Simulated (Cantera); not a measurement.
Mixture: 4.59 % CH4, 3.44 % CO, 17.6 % O2, 66.1 % N2, 8.26 % H2O, at 1.97 atm, adiabatic and at constant pressure. Ignition delay is the time to a rise of 400 K.

Model: GRI-Mech 3.0 (53 species, 325 reactions), integrated in Cantera.

Q: At T0 = 1350 K, what is the delay, and which 6 reactions control it most (d ln τ / d ln k, from doubling and halving each rate constant)?

A: The delay is 3.34 ms.
```csv
reaction,d ln τ / d ln k,faster rate
2 CH3 (+M) <=> C2H6 (+M),0.64,lengthens it
CH3 + O2 <=> CH3O + O,-0.53,shortens it
H + O2 <=> O + OH,-0.42,shortens it
CH3 + O2 <=> CH2O + OH,-0.35,shortens it
CH3 + HO2 <=> CH3O + OH,-0.33,shortens it
CH4 + H <=> CH3 + H2,0.32,lengthens it
```
